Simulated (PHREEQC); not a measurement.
Consider water at 25 °C with 0.022 mol NiSO4 per kg of water. Closed to the air; pH follows from the charge balance.

The numbers come from PHREEQC with the ion-association model, wateq4f.dat.

Precipitation was switched off in this run.

Task: Predict the pH, ionic strength.

Result: pH 6.13; ionic strength 0.0573 mol/kgw.

Task: In which forms is S present?

Result: SO4-2 65 %, NiSO4 35 % of the S.

Complexes and solids missing from the database can't appear.
